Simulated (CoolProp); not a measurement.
The numbers come from the reference Helmholtz-energy equation of state, Akasaka 2020 in CoolProp.

For R1123, give the phase and the speed of sound (m/s), expansivity (1/kK) at 269.7 K and 58 bar; 329.8 K and 58 bar; 389.9 K and 58 bar.


- 269.7 K and 58 bar: liquid; speed of sound 571, expansivity 3.30
- 329.8 K and 58 bar: liquid; speed of sound 240, expansivity 13.3
- 389.9 K and 58 bar: supercritical; speed of sound 171, expansivity 7.54
